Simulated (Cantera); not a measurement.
A closed system holds: 1 mol LiOH, 0.12 mol H2O.

These are equilibrium values from Cantera (NASA tables, ideal gas, pure condensed phases), not measurements of a reactor. Candidate condensed phases: H2O, Li, LiH, LiOH, Li2O; 17 gas species. The numbers say what is thermodynamically allowed, not how fast it happens.

Problem. What condenses at these points (T in K, P in Pa): (898, 22000); (1698, 10); (1898, 6000); (998, 6000); (1898, 10); (1698, 130)?

Solution. 
```tsv
T (K)	P in Pa	condensed phases	Li condensed (%)
898	22000	LiOH	100.0
1698	10	gas only	0.0
1898	6000	Li2O	0.8
998	6000	Li2O	100.0
1898	10	gas only	0.0
1698	130	gas only	0.0
```
